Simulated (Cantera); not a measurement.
Feed: 1 mol SiCl₄, 0.19 mol O₃, equilibrated at 1223.15 K and 473 Torr.

Method: chemical equilibrium by Gibbs-energy minimisation in Cantera with the NASA 1993 tables (ideal gas, pure condensed phases). Candidate condensed phases: Si, SiO₂; 15 gas species. The tables hold silica as quartz up to 1696 K and as liquid above; real silica turns to tridymite and cristobalite and melts near 1996 K. Kinetics and transport are ignored.

Base state: SiCl₄ 0.555, Cl₂ 0.440, Cl 0.00501 (mole fractions); condensed: SiO₂(β-quartz).

Q: What changes in the equilibrium state with this change: O₃ from 0.19 to 0.095 mol?

A: 
```csv
species,before,after
SiCl₄,0.555,0.749
Cl₂,0.440,0.247
Cl,0.00501,0.00375
"SiO₂(β-quartz), mol",0.285,0.142
```

Q: What changes in the equilibrium state with this change: temperature from 1223.15 K to 1725 K?

A: 
| species | before | after |
|---|---|---|
| SiCl₄ | 0.555 | 0.512 |
| Cl₂ | 0.440 | 0.330 |
| Cl | 0.00501 | 0.158 |
| SiCl₃ | 2.54e-7 | 0.000555 |
| SiO₂(β-quartz), mol | 0.285 | 0 |
| SiO₂(condensed), mol | 0 | 0.285 |
The tables' values for SiCl₃ are old estimates; treat these amounts as uncertain.
